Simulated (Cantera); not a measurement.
Feed: 1 mol Si, 17 mol HF, 2.2 mol N2, 4.8 mol F2, at 3.50 mbar.

Equilibrium computed with Cantera from the NASA thermochemical tables; the gas is ideal and each condensed phase is pure. Candidate condensed phases: Si, Si3N4; 37 gas species. Equilibrium is a limit: real reactors are often held back by kinetics, nucleation or transport.

### Question
At 823 K, list the 6 most abundant gas species with their mole fractions, and the condensed phases.

### Answer
HF 0.718, N2 0.0927, F2 0.0883, F 0.0589, SiF4 0.0422, NF3 0.000327. Condensed: gas only.
